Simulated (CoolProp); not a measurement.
Vapour-liquid equilibrium of R113 (1) + n-heptane (2) at 9.45 °C; x and y are mole fractions of (1).

Computed with CoolProp (multi-fluid Helmholtz-energy mixture model, Marx 1992 and Span 2003; pair parameters Bell 2016).

```
x      bubble pressure, mixture model (kPa)  bubble pressure, Raoult's law (kPa)  y, mixture model  y, Raoult's law
-----  ------------------------------------  -----------------------------------  ----------------  ---------------
0.05                                  4.143                                3.697        (withheld)            0.316
0.125                                 6.263                                5.249             0.625            0.556
0.2                                   8.241                                6.801             0.737            0.687
0.275                                 10.07                                8.353             0.803            0.769
0.35                                  11.75                                9.905             0.846            0.825
0.425                                 13.29                                11.46             0.876            0.866
0.5                                   14.72                                13.01        (withheld)            0.898
0.575                            (withheld)                                14.56             0.919            0.922
0.65                             (withheld)                                16.11             0.935            0.942
0.725                            (withheld)                                17.66             0.950            0.959
0.8                                   19.83                                19.22             0.963            0.972
0.875                                 21.10                                20.77             0.977            0.984
0.95                                  22.42                                22.32        (withheld)            0.994
```

**Question.** Fill in the missing entries.

**Answer.** 
- 0.05, y, mixture model: 0.388
- 0.5, y, mixture model: 0.900
- 0.575, bubble pressure, mixture model (kPa): 16.06
- 0.65, bubble pressure, mixture model (kPa): 17.34
- 0.725, bubble pressure, mixture model (kPa): 18.59
- 0.95, y, mixture model: 0.990

The largest gap from Raoult's law is +21.2 % in bubble pressure, at x = 0.2. No azeotrope shows between x = 0.05 and 0.95.

The pair parameters rest on a limited set of measurements; away from them the model extrapolates.
